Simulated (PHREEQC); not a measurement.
Polishing slurry liquid: an equilibrium model

A solution holds 0.0013 mol/kgw HNO3, 0.00019 mol/kgw K2SO4 and 0.0013 mol/kgw CO2, at 25 °C. Closed to the air; pH follows from the charge balance.

All values are PHREEQC results (ion-association model, wateq4f.dat), not measurements.

Each row changes one thing in this solution. This is a speciation only: nothing precipitates in the calculation.

| case | pH | HSO4- (mol/kgw) | KSO4- (mol/kgw) |
|---|---|---|---|
| as made | 2.91 | 1.78e-5 | 3.79e-7 |
| temperature from 25 to 30 °C | 2.91 | 1.96e-5 | 4.08e-7 |
| CO2 from 0.0013 to 0.00065 mol/kgw | 2.91 | 1.78e-5 | 3.79e-7 |
| K2SO4 from 0.00019 to 0.000209 mol/kgw | 2.91 | 1.95e-5 | 4.58e-7 |
| temperature from 25 to 20 °C | 2.91 | 1.62e-5 | 3.51e-7 |
| 2.4e-05 mol/kgw NaAlO2 added | 2.94 | 1.61e-5 | 3.70e-7 |
| temperature from 25 to 5 °C | 2.91 | 1.25e-5 | 2.71e-7 |
| temperature from 25 to 40 °C | 2.91 | 2.40e-5 | 4.67e-7 |
| CO2 left out | 2.91 | 1.78e-5 | 3.79e-7 |

Species that the database lacks are ignored. Constants without temperature data keep their 25 °C values here.
